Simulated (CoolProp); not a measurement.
Vapour-liquid equilibrium of R1234ze(E) (1) + n-pentane (2) at 222 kPa; x and y are mole fractions of (1).

Values from CoolProp's multi-fluid Helmholtz-energy mixture model, Thol 2016 and Thol 2019; pair parameters Bell 2016.

| x | bubble temperature, mixture model (°C) | bubble temperature, Raoult's law (°C) | y, mixture model | y, Raoult's law |
|---|---|---|---|---|
| 0.05 | 45.5 | 53.4 | 0.389 | 0.245 |
| 0.2 | 21.0 | 36.6 | 0.765 | 0.628 |
| 0.35 | 11.8 | 25.4 | 0.854 | 0.797 |
| 0.5 | 7.7 | 17.4 | 0.889 | 0.885 |
| 0.65 | 5.4 | 11.1 | 0.911 | 0.938 |
| 0.8 | 3.4 | 6.1 | 0.935 | 0.971 |
| 0.95 | 1.4 | 1.9 | 0.977 | 0.994 |

The largest gap from Raoult's law is -15.6 K in bubble temperature, at x = 0.2. No azeotrope shows between x = 0.05 and 0.95.

Pair parameters are fitted to limited data, so mixtures are less certain than the pure fluids. With so large a gap from Raoult's law the liquid may split in two, which this calculation doesn't test in full.
